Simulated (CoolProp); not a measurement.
Values from CoolProp's reference Helmholtz-energy equation of state, Lemmon 2006. It is a short technical equation, of lower accuracy than the large ones.

Problem. For C3F8 (R218), give the phase and the Z, viscosity (µPa s), conductivity (mW/(m K)), fugacity coefficient at 243.6 K and 16.5 bar; 243.6 K and 49.5 bar.

Solution. 
- 243.6 K and 16.5 bar: liquid; Z 0.0963, viscosity 400, conductivity 60.9, fugacity coefficient 0.0864
- 243.6 K and 49.5 bar: liquid; Z 0.286, viscosity 429, conductivity 62.6, fugacity coefficient 0.0349

Viscosity comes from a separate model (Huber 2003), an estimate that may be off by 10 % or more. Thermal conductivity comes from a separate model (Huber 2003), an estimate that may be off by 10 % or more.
